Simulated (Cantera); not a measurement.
Input (Python, Cantera):

```python
import numpy as np
import cantera as ct

gas = ct.Solution("gri30.yaml")
gas.TPX = 1225, 840000, {'CO': 0.0096, 'O2': 0.003, 'H2O': 0.00041, 'N2': 1, 'H2': 0.0012}
reactor = ct.IdealGasConstPressureReactor(gas, energy="off", clone=False)
net = ct.ReactorNet([reactor])
net.rtol, net.atol = 1e-08, 1e-18
show = ['CO', 'O2', 'H2O', 'H2O2', 'NO', 'H2']
times = np.geomspace(0.0001, 40, 15)

steps = ct.SolutionArray(gas, extra=["t"])
rows = []
print(f"{'t/s':>10s}{'T/K':>9s}{'P/Pa':>11s}" + "".join(f"{s:>11s}" for s in show))
for t in times:
    while net.time < t:
        t_next = net.step()
        steps.append(gas.state, t=t_next)
    rows.append([np.interp(t, steps.t, y) for y in (steps.T, steps.P, *steps(*show).X.T)])
    print(f"{t:10.3e}{rows[-1][0]:9.1f}{rows[-1][1]:11.4g}" + "".join(f"{x:11.3e}" for x in rows[-1][2:]))
rate = np.gradient(steps.T, steps.t)
print("integrator steps:", len(steps.t))
if steps.T.max() > steps.T[0] + 200:
    print(f"time of steepest temperature rise: {steps.t[rate.argmax()]:.4e} s")
gas.TPX = 1225, 840000, {'CO': 0.0096, 'O2': 0.003, 'H2O': 0.00041, 'N2': 1, 'H2': 0.0012}
gas.equilibrate("TP")
print(f"equilibrium (TP): T = {gas.T:.1f} K  " + "  ".join(f"{s} {gas[s].X[0]:.3e}" for s in show))
```

Result:

```
       t/s      T/K       P/Pa         CO         O2        H2O       H2O2         NO         H2
 1.000e-04   1225.0    8.4e+05  9.465e-03  2.958e-03  4.043e-04  7.541e-12  4.621e-17  1.183e-03
 2.513e-04   1225.0    8.4e+05  9.465e-03  2.958e-03  4.044e-04  2.402e-10  2.695e-15  1.183e-03
 6.314e-04   1225.0    8.4e+05  9.345e-03  2.823e-03  5.214e-04  3.119e-07  6.301e-10  1.050e-03
 1.587e-03   1225.0    8.4e+05  7.563e-03  1.490e-03  1.407e-03  8.482e-08  4.793e-08  1.726e-04
 3.986e-03   1225.0    8.4e+05  6.399e-03  8.624e-04  1.508e-03  2.916e-08  7.577e-08  7.717e-05
 1.002e-02   1225.0    8.4e+05  4.900e-03  1.282e-04  1.483e-03  2.418e-09  1.541e-07  9.942e-05
 2.517e-02   1225.0    8.4e+05  4.455e-03  5.130e-07  1.299e-03  6.933e-12  1.931e-07  2.911e-04
 6.325e-02   1225.0    8.4e+05  4.396e-03  3.920e-08  1.241e-03  3.666e-13  1.593e-07  3.502e-04
 1.589e-01   1225.0    8.4e+05  4.364e-03  5.921e-09  1.209e-03  3.528e-14  1.133e-07  3.828e-04
 3.993e-01   1225.0    8.4e+05  4.340e-03  1.108e-09  1.186e-03  4.253e-15  7.456e-08  4.062e-04
 1.003e+00   1225.0    8.4e+05  4.322e-03  2.262e-10  1.167e-03  5.461e-16  4.756e-08  4.249e-04
 2.521e+00   1225.0    8.4e+05  4.307e-03  5.214e-11  1.152e-03  6.343e-17  3.075e-08  4.398e-04
 6.335e+00   1225.0    8.4e+05  4.295e-03  1.479e-11  1.141e-03  6.571e-18  2.100e-08  4.511e-04
 1.592e+01   1225.0    8.4e+05  4.287e-03  5.134e-12  1.132e-03  7.862e-19  1.525e-08  4.594e-04
 4.000e+01   1225.0    8.4e+05  4.278e-03  1.368e-12  1.123e-03  3.961e-19  1.029e-08  4.686e-04
integrator steps: 2190
equilibrium (TP): T = 1225.0 K  CO 4.190e-03  O2 1.863e-16  H2O 1.035e-03  H2O2 1.222e-18  NO 7.911e-12  H2 5.570e-04
```

Cantera simulation using GRI-Mech 3.0 (53 species, 325 reactions); the numbers are that mechanism's predictions, not measurements. The hydrogen kinetics of GRI-Mech 3.0 are dated; newer H2 mechanisms differ, most at raised pressure.
